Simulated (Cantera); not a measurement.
What does this Cantera script print?

```python
import numpy as np
import cantera as ct

gas = ct.Solution("gri30.yaml", transport_model="multicomponent")
show = ['CO2', 'N2', 'H2O']

rows = []
print(f"{'T/K':>7s}{'rho':>11s}{'cp':>10s}{'mu':>11s}{'lambda':>11s}{'Pr':>7s}" + "".join(f"{'D_' + s:>11s}" for s in show))
for T in [400, 500, 600, 700, 800, 900, 1000]:
    gas.TPX = T, 4000, {'N2O': 0.36, 'N2': 0.9}
    Pr = gas.cp_mass * gas.viscosity / gas.thermal_conductivity
    D = [gas.mix_diff_coeffs_mole[gas.species_index(s)] for s in show]
    rows.append([gas.density, gas.cp_mass, gas.viscosity, gas.thermal_conductivity, Pr, *D])
    print(f"{T:7g}{gas.density:11.4e}{gas.cp_mass:10.1f}{gas.viscosity:11.4e}"
          f"{gas.thermal_conductivity:11.4e}{Pr:7.3f}" + "".join(f"{d:11.4e}" for d in D))
print("SI units: kg/m3, J/kg/K, Pa s, W/m/K, m2/s")
```

Result:

```
    T/K        rho        cp         mu     lambda     Pr      D_CO2       D_N2      D_H2O
    400 3.9191e-02    1017.2 2.1374e-05 3.0492e-02  0.713 6.0771e-04 6.6788e-04 9.1068e-04
    500 3.1353e-02    1052.0 2.5308e-05 3.7183e-02  0.716 9.0880e-04 9.9136e-04 1.3928e-03
    600 2.6127e-02    1084.5 2.8897e-05 4.3657e-02  0.718 1.2547e-03 1.3616e-03 1.9551e-03
    700 2.2395e-02    1116.5 3.2228e-05 5.0046e-02  0.719 1.6420e-03 1.7753e-03 2.5908e-03
    800 1.9595e-02    1148.1 3.5357e-05 5.6403e-02  0.720 2.0681e-03 2.2298e-03 3.2947e-03
    900 1.7418e-02    1177.7 3.8322e-05 6.2680e-02  0.720 2.5310e-03 2.7231e-03 4.0624e-03
   1000 1.5676e-02    1202.4 4.1152e-05 6.8705e-02  0.720 3.0289e-03 3.2535e-03 4.8906e-03
SI units: kg/m3, J/kg/K, Pa s, W/m/K, m2/s
```

Detailed kinetics in Cantera: GRI-Mech 3.0 (53 species, 325 reactions).
